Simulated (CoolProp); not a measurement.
Model: reference Helmholtz-energy equation of state, McLinden 2015, in CoolProp.

Task: For the fluoroketone C6F12O (FK-5-1-12), give the phase and the density (kg/m³), cp (kJ/(kg K)), cv (kJ/(kg K)), isothermal compressibility (1/MPa) at 414.2 K and 2.85 MPa.

Result: 
- 414.2 K and 2.85 MPa: liquid; density 1190, cp 1.26, cv 0.992, isothermal compressibility 0.0252
